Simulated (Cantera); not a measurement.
## Gas-phase reforming

An isothermal, constant-pressure homogeneous reactor starts with 63.8 % CH4, 35.1 % H2O, 1.08 % N2, at 2175 K and 0.780 atm.

Detailed kinetics in Cantera: GRI-Mech 3.0 (53 species, 325 reactions). GRI-Mech 3.0 stops at C3 and has no aromatics, soot or wall deposition, so with more carbon than oxygen in the feed, carbon stays in small species such as C2H2 where larger ones or solid carbon would form.

```csv
t (s),x CH4,x H2O,x C2H,x CO,x H2O2
2.00e-5,0.270,0.279,1.53e-5,0.00258,2.89e-10
9.20e-5,0.0729,0.217,3.23e-5,0.0104,1.81e-10
0.000423,0.0189,0.173,3.60e-5,0.0343,1.39e-10
0.00194,0.0108,0.0952,2.65e-5,0.0949,4.04e-11
0.00894,0.00475,0.0195,1.69e-5,0.159,1.59e-12
0.0411,0.000940,0.000135,1.48e-5,0.176,<1e-12
0.189,0.000788,9.84e-7,1.48e-5,0.176,<1e-12
0.870,0.000788,9.84e-7,1.48e-5,0.176,<1e-12
4.00,0.000788,9.84e-7,1.48e-5,0.176,<1e-12
```
x: mole fraction; the columns are a selection and need not sum to one.

Equilibrium at this temperature and pressure: CH4 0.000767, H2O 9.87e-7, C2H 1.40e-5, CO 0.176, H2O2 <1e-12 (gas phase only).
